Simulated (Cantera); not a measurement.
Charge: 1 mol V, 0.19 mol O₂, 12 mol H₂, 5.6 mol N₂, equilibrated at 15.0 mbar.

Cantera equilibrium calculation (NASA polynomials, part measured and part estimated; ideal gas, pure solids and liquids). Candidate condensed phases: H₂O, V, VN, VO, V₂O₃, V₂O₄, V₂O₅; 28 gas species. Each liquid is taken as pure. Mutual solubility and eutectic melting of coexisting phases are not modelled. VN, VO: taken at fixed stoichiometry. Condensed phases not in the tables: solid solutions among these carbides, nitrides and lower oxides, V₂N, N, O or C dissolved in the metal. Kinetics and transport are ignored.

x: gas mole fraction; n: condensed amount in mol.

```csv
T (K),x H₂,x N₂,x H,x V,x VO,x VO₂,x H₂O,n VN(s),n VO(s),n V(s),n VO(l),n V(l)
1800,0.692,0.305,0.00243,8.63e-7,4.06e-6,1.36e-6,0.000489,0.628,0.371,0,0,0
1875,0.690,0.305,[?],[?],[?],[?],[?],0.627,0.372,0,0,0
1950,0.687,0.305,0.00776,3.37e-5,5.85e-5,8.85e-6,0.000381,0.626,0.372,0,0,0
2025,0.683,0.304,0.0130,0.000171,0.000190,2.01e-5,0.000338,0.623,0.370,0,0,0
2100,0.663,0.314,0.0207,0.000647,0.000531,4.55e-5,0.000332,0,0,0.615,0.363,0
2175,0.652,0.312,0.0322,0.00174,0.00131,0.000111,0.000400,0,0,0.598,0.345,0
2250,0.636,0.308,0.0483,0.00423,0.00302,0.000263,0.000486,0,0,0,0.307,0.557
2325,0.611,0.302,0.0702,0.00958,0.00658,0.000594,0.000580,0,0,0,0.225,0.464
2400,0.574,0.291,[?],[?],[?],0.00127,[?],0,0,0,[?],[?]
2475,0.534,0.281,0.134,0.0329,0.0161,0.00118,0.000577,0,0,0,0,0
2550,0.497,0.274,0.180,0.0322,0.0155,0.00119,0.000653,0,0,0,0,0
2625,0.453,0.266,0.233,0.0315,0.0148,0.00119,0.000714,0,0,0,0,0
```

### Question
What belongs in the gaps?

### Answer

- 2400, x H: 0.0984
- 2400, x V: 0.0206
- 2400, x VO: 0.0136
- 2400, x H₂O: 0.000669
- 2400, n VO(l): 0.0561
- 2400, n V(l): 0.262
- 1875, x H: 0.00445
- 1875, x V: 5.81e-6
- 1875, x VO: 1.63e-5
- 1875, x VO₂: 3.61e-6
- 1875, x H₂O: 0.000430
